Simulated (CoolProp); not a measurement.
Vapour-liquid equilibrium of ethane (1) + propylene (2) at 256.5 K; x and y are mole fractions of (1).

Model: multi-fluid Helmholtz-energy mixture model, Bücker 2006 and Lemmon 2013; pair parameters Bell 2016, in CoolProp.

| x | bubble pressure, mixture model (bar) | bubble pressure, Raoult's law (bar) | y, mixture model | y, Raoult's law |
|---|---|---|---|---|
| 0.05 | 4.027 | 4.040 | 0.177 | 0.193 |
| 0.2 | 5.775 | 5.863 | 0.492 | 0.532 |
| 0.35 | 7.501 | 7.686 | 0.664 | 0.710 |
| 0.5 | 9.240 | 9.509 | 0.777 | 0.820 |
| 0.65 | 11.03 | 11.33 | 0.860 | 0.894 |
| 0.8 | 12.89 | 13.16 | 0.926 | 0.948 |
| 0.95 | 14.89 | 14.98 | 0.983 | 0.989 |

The largest gap from Raoult's law is -2.8 % in bubble pressure, at x = 0.5. No azeotrope shows between x = 0.05 and 0.95.

The pair parameters rest on a limited set of measurements; away from them the model extrapolates.
